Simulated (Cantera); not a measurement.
A closed system holds: 1 mol Si, 2.5 mol NF3, 15 mol N2, held at 10.0 mbar.

Method: chemical equilibrium by Gibbs-energy minimisation in Cantera with the NASA 1993 tables (ideal gas, pure condensed phases). Candidate condensed phases: Si, Si3N4; 16 gas species. Equilibrium is a limit: real reactors are often held back by kinetics, nucleation or transport. All values below are at 950 K.

Base state: N2 0.810, F 0.107, SiF4 0.0498, F2 0.0337, NF3 5.13e-5 (mole fractions); condensed: gas only.

**Question.** What changes in the equilibrium state with this change: NF3 from 2.5 to 5.5 mol?

**Answer.** 
```tsv
species	before	after
N2	0.810	0.638
F	0.107	0.204
F2	0.0337	0.122
SiF4	0.0498	0.0359
NF3	5.13e-5	0.000316
```

**Question.** What changes in the equilibrium state with this change: N2 from 15 to 2.7 mol?

**Answer.** 
```tsv
species	before	after
N2	0.810	0.528
F	0.107	0.209
SiF4	0.0498	0.134
F2	0.0337	0.129
NF3	5.13e-5	0.000311
```
